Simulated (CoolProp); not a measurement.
A closed Brayton cycle with carbon dioxide: compressor inlet 315.15 K and 8.3 MPa, high pressure 20.4 MPa, turbine inlet 705 K, compressor efficiency 0.89, turbine efficiency 0.9, recuperator effectiveness 0.8 (on enthalpy, no pinch check). Each further row changes one setting.

The numbers come from the reference Helmholtz-energy equation of state, Span 1996 in CoolProp.

| case | thermal efficiency (%) | net work (kJ/kg) | compressor to turbine work | compressor exit (K) | turbine exit (K) |
|---|---|---|---|---|---|
| as stated | 26.5 | 63.8 | 0.35 | 378.6 | 606.6 |
| turbine inlet 655 K | (withheld) | 55.2 | (withheld) | 378.6 | 560.3 |
| compressor inlet 325.15 K | 25.5 | 55.8 | 0.44 | 399.0 | 606.6 |
| high pressure 17.3 MPa | 24.6 | 54.7 | 0.33 | (withheld) | (withheld) |
| recuperator effectiveness 0.5 | 19.9 | 63.8 | 0.35 | 378.6 | 606.6 |

### Question
Some entries are withheld; supply them.

### Answer

- turbine inlet 655 K, thermal efficiency (%): 25.0
- turbine inlet 655 K, compressor to turbine work: 0.39
- high pressure 17.3 MPa, compressor exit (K): 366.8
- high pressure 17.3 MPa, turbine exit (K): 624.3
